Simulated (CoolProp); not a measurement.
Values from CoolProp's reference Helmholtz-energy equation of state, Schroeder 2014.

Q: Give the vapour pressure (kPa), vapour density (kg/m³), liquid conductivity (mW/(m K)) of saturated ethanol at -0.95, 28.85 °C.

A: 
```json
[
 {"T (°C)": "-0.95", "p (kPa)": "1.50", "vapour density (kg/m³)": "0.0305", "liquid conductivity (mW/(m K))": "169"},
 {"T (°C)": "28.85", "p (kPa)": "9.82", "vapour density (kg/m³)": "0.181", "liquid conductivity (mW/(m K))": "163"}
]
```

Thermal conductivity comes from a separate model (Assael 2013).
